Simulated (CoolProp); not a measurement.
R1234ze(Z) along the isobar 4.59 MPa: density (kg/m³) from the reference equation and from simpler models built on Tc = 423.3 K, pc = 3.531 MPa, ω = 0.327; each cubic takes its own stable root.

Model: reference Helmholtz-energy equation of state, Akasaka 2019, in CoolProp.

```json
[
 {"T (K)": "327.5", "phase": "liquid", "reference": "1162", "van der Waals": "(withheld)", "Redlich-Kwong": "902.0", "Soave-Redlich-Kwong": "946.1", "Peng-Robinson": "1069"},
 {"T (K)": "341.5", "phase": "liquid", "reference": "1122", "van der Waals": "624.8", "Redlich-Kwong": "(withheld)", "Soave-Redlich-Kwong": "910.1", "Peng-Robinson": "1029"},
 {"T (K)": "355.6", "phase": "liquid", "reference": "1078", "van der Waals": "(withheld)", "Redlich-Kwong": "828.5", "Soave-Redlich-Kwong": "(withheld)", "Peng-Robinson": "983.3"},
 {"T (K)": "369.7", "phase": "liquid", "reference": "1030", "van der Waals": "582.7", "Redlich-Kwong": "786.5", "Soave-Redlich-Kwong": "824.9", "Peng-Robinson": "931.7"},
 {"T (K)": "383.7", "phase": "liquid", "reference": "976.8", "van der Waals": "558.6", "Redlich-Kwong": "740.0", "Soave-Redlich-Kwong": "773.8", "Peng-Robinson": "872.5"},
 {"T (K)": "397.8", "phase": "liquid", "reference": "914.2", "van der Waals": "530.9", "Redlich-Kwong": "686.5", "Soave-Redlich-Kwong": "713.2", "Peng-Robinson": "801.7"},
 {"T (K)": "411.9", "phase": "liquid", "reference": "835.7", "van der Waals": "498.2", "Redlich-Kwong": "622.8", "Soave-Redlich-Kwong": "638.2", "Peng-Robinson": "713.3"},
 {"T (K)": "425.9", "phase": "supercritical", "reference": "721.1", "van der Waals": "(withheld)", "Redlich-Kwong": "540.9", "Soave-Redlich-Kwong": "535.6", "Peng-Robinson": "591.0"},
 {"T (K)": "440", "phase": "supercritical", "reference": "442.5", "van der Waals": "400.4", "Redlich-Kwong": "414.1", "Soave-Redlich-Kwong": "362.4", "Peng-Robinson": "(withheld)"}
]
```

**Question.** Complete the blanks.

**Answer.** 
- 327.5, van der Waals: 643.2
- 341.5, Redlich-Kwong: 866.9
- 355.6, van der Waals: 604.7
- 355.6, Soave-Redlich-Kwong: 870.0
- 425.9, van der Waals: 457.7
- 440, Peng-Robinson: 387.0
